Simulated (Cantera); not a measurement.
## Equilibrium for halide evaporation, hydrolysis and transport: PbF2 + H2 + N2

Input: 1 mol PbF2, 4.1 mol H2, 240 mol N2, at 627 °C and 75.0 Pa.

These are equilibrium values from Cantera (NASA tables, ideal gas, pure condensed phases), not measurements of a reactor. Candidate condensed phases: Pb, PbF2; 26 gas species. The numbers say what is thermodynamically allowed, not how fast it happens.

```
Item           Result
----------  ---------
x(N2)           0.977
x(H2)          0.0126
x(HF)         0.00814
x(Pb)         0.00182
n(Pb(l))    0.552 mol
gas amount  245.5 mol
```
